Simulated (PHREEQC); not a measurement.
Dissolve 0.043 mol/kgw HF, 0.018 mol/kgw NaF and 5.2e-05 mol/kgw HCl at 20 °C. Closed to the air; pH follows from the charge balance.

Computed with PHREEQC (ion-association model, phreeqc.dat).

| quantity | before | after |
|---|---|---|
| pH | 2.73 | 5.66 |
| ionic strength (mol/kgw) | 0.0200 | 0.0179 |
| HF (mol/kgw) | 0.0385 | 4.65e-5 |
| F- (mol/kgw) | 0.0174 | 0.0178 |
| HF2- (mol/kgw) | 0.00247 | 3.05e-6 |
| NaF (mol/kgw) | 0.000135 | 0.000140 |
| SI of Halite (NaCl) | -7.72 | -7.71 |

Which change was made?
A. temperature from 20 to 10 °C
B. HF left out
C. HF from 0.043 to 0.215 mol/kgw
D. HCl replaced by CaCl2 at the same molality
E. HCl from 5.2e-05 to 4.68e-05 mol/kgw

B, HF left out

Precipitation was switched off in this run.
